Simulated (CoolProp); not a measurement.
Vapour-liquid equilibrium of cyclopropane (1) + R134a (2) at 288.1 K; x and y are mole fractions of (1).

Model: multi-fluid Helmholtz-energy mixture model, Polt 1992 and Tillner-Roth 1994; pair parameters Bell 2016, in CoolProp. This equation is an older, rougher fit; its heat capacities, sound speeds and derivatives of the liquid may be far off and weren't checked against measurements.

```csv
x,"bubble pressure, mixture model (MPa)","bubble pressure, Raoult's law (MPa)","y, mixture model","y, Raoult's law"
0.05,0.5378,0.4906,0.125,0.056
0.15,0.6134,0.4965,0.289,0.165
0.25,0.6620,0.5024,0.390,0.272
0.35,0.6910,0.5083,0.460,0.377
0.45,0.7063,0.5143,0.513,0.479
0.55,0.7117,0.5202,0.558,0.578
0.65,0.7087,0.5261,0.604,0.676
0.75,0.6950,0.5320,0.659,0.771
0.85,0.6636,0.5380,0.739,0.864
0.95,0.5993,0.5439,0.880,0.955
```

The largest gap from Raoult's law is +37.3 % in bubble pressure, at x = 0.45. y crosses x between x = 0.55 and 0.65: the model has an azeotrope there.

Pair parameters are fitted to limited data, so mixtures are less certain than the pure fluids.
